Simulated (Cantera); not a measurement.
Input (Python, Cantera):

```python
import numpy as np
import cantera as ct

gas = ct.Solution("gri30.yaml")


def delay(T, t_max=10):
    gas.TPX = T, 370000, {'C3H8': 1, 'O2': 7.81, 'N2': 54.7}
    reactor = ct.IdealGasConstPressureReactor(gas, clone=False)
    net = ct.ReactorNet([reactor])
    net.rtol, net.atol = 1e-8, 1e-16
    while net.time < t_max:
        t_old, T_old = net.time, reactor.T
        net.step()
        if reactor.T > T + 400:  # ignition: a rise of 400 K
            return t_old + (T + 400 - T_old) / (reactor.T - T_old) * (net.time - t_old)
    return np.nan


taus = []
for T in [1100, 1175, 1250, 1325, 1400, 1475, 1550]:
    taus.append(delay(T))
    print(f"T0 = {T:6g} K   tau = {taus[-1]:.4e} s")
```

It prints:

```
T0 =   1100 K   tau = 3.4362e-02 s
T0 =   1175 K   tau = 7.2278e-03 s
T0 =   1250 K   tau = 1.6972e-03 s
T0 =   1325 K   tau = 4.7109e-04 s
T0 =   1400 K   tau = 1.5819e-04 s
T0 =   1475 K   tau = 6.4284e-05 s
T0 =   1550 K   tau = 3.1431e-05 s
```

Detailed kinetics in Cantera: GRI-Mech 3.0 (53 species, 325 reactions). GRI-Mech 3.0 was tuned for natural gas; its chemistry of propane as a main component is partial and can be far from experiment.
